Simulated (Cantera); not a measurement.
An adiabatic, constant-pressure homogeneous reactor starts with 5.63 % CH4, 0.732 % C2H6, 2.87 % C3H8, 18.8 % O2, 70.3 % N2, 1.63 % CO2, equivalence ratio 1.5, at 1075 K and 15.0 bar.

Detailed kinetics in Cantera: GRI-Mech 3.0 (53 species, 325 reactions). GRI-Mech 3.0 was tuned for natural gas; its chemistry of propane as a main component is partial and can be far from experiment. The pressure lies above the range GRI-Mech 3.0 was tuned for (to about 10 atm).

Q: Predict: time of steepest temperature rise; temperature at 4.00 s; equilibrium temperature; x(O2) at 4.00 s; x(H2) at 4.00 s.

A: 
| Property | Value |
|---|---|
| time of steepest temperature rise | 4.06 ms |
| temperature at 4.00 s | 2517 K |
| equilibrium temperature | 2517 K |
| x(O2) at 4.00 s | 2.07e-5 (gas-phase equilibrium 2.07e-5) |
| x(H2) at 4.00 s | 0.0591 (gas-phase equilibrium 0.0591) |
